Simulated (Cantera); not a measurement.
Charge: 1 mol CH3SiCl3, 0.39 mol C3H8, 330 mol H2, held at 20.3 Torr.

Method: chemical equilibrium by Gibbs-energy minimisation in Cantera with the NASA 1993 tables (ideal gas, pure condensed phases). Candidate condensed phases: C, C6H6, C7H8, C8H18, Si, SiC; 109 gas species. The feed counts by its element totals alone. The tables' values for SiCl are old estimates; treat these amounts as uncertain. Gases not in the tables: Si2H6 and higher silanes. Equilibrium is a limit: real reactors are often held back by kinetics, nucleation or transport.

x: gas mole fraction; n: condensed amount in mol.

| T (°C) | x H2 | x H | x HCl | x C2H2 (acetylene) | x Si | x Cl | x SiH | n C(graphite) | n SiC(s) |
|---|---|---|---|---|---|---|---|---|---|
| 1427 | 0.990 | 0.000892 | 0.00895 | 7.27e-5 | 3.73e-7 | 6.27e-6 | 9.43e-8 | 1.11 | 0.998 |
| 1477 | 0.989 | 0.00141 | 0.00894 | 0.000114 | 1.06e-6 | 9.81e-6 | 2.29e-7 | 1.09 | 0.998 |
| 1527 | 0.989 | 0.00217 | 0.00893 | 0.000173 | 2.83e-6 | 1.50e-5 | 5.28e-7 | 1.05 | 0.996 |
| 1577 | 0.988 | 0.00326 | 0.00892 | 0.000258 | 7.19e-6 | 2.24e-5 | 1.16e-6 | 0.996 | 0.994 |
| 1627 | 0.986 | 0.00480 | 0.00890 | 0.000376 | 1.73e-5 | 3.26e-5 | 2.46e-6 | ? | 0.989 |
| 1677 | 0.984 | 0.00692 | 0.00887 | 0.000538 | 4.00e-5 | 4.68e-5 | 4.99e-6 | ? | 0.979 |
| 1727 | 0.980 | 0.00980 | 0.00883 | 0.000753 | 8.84e-5 | 6.57e-5 | 9.76e-6 | ? | 0.957 |
| 1777 | 0.976 | 0.0136 | 0.00878 | 0.00104 | 0.000188 | 9.08e-5 | 1.85e-5 | ? | 0.914 |
| 1827 | 0.971 | 0.0187 | 0.00872 | 0.00140 | 0.000385 | 0.000123 | 3.38e-5 | ? | 0.826 |

Problem. Some entries are withheld; supply them.

Solution. 
- 1627, n C(graphite): 0.922
- 1677, n C(graphite): 0.824
- 1727, n C(graphite): 0.698
- 1777, n C(graphite): 0.544
- 1827, n C(graphite): 0.368
